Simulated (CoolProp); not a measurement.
50 sccm (0 °C, 1 atm) of nitrogen bubbles through liquid 1,2-dichloroethane at 327.8 K and leaves saturated at a total pressure of 0.15 MPa (ideal gas phase). Each further row changes one setting.

Values from CoolProp's reference Helmholtz-energy equation of state, Thol 2015.

```csv
case,vapour pressure (kPa),mole fraction of vapour,delivery (mg/min),delivery (sccm),change of delivery for a bath 1 K warmer (%)
as stated,37.3,0.249,[?],[?],5.2
bath temperature 332.8 K,45.0,[?],94.7,[?],[?]
total pressure 0.3 MPa,37.3,[?],31.4,[?],[?]
```

Q: What belongs in the gaps?

A: 
- as stated, delivery (mg/min): 73.1
- as stated, delivery (sccm): 16.6
- bath temperature 332.8 K, mole fraction of vapour: 0.300
- bath temperature 332.8 K, delivery (sccm): 21.4
- bath temperature 332.8 K, change of delivery for a bath 1 K warmer (%): 5.4
- total pressure 0.3 MPa, mole fraction of vapour: 0.124
- total pressure 0.3 MPa, delivery (sccm): 7.10
- total pressure 0.3 MPa, change of delivery for a bath 1 K warmer (%): 4.5
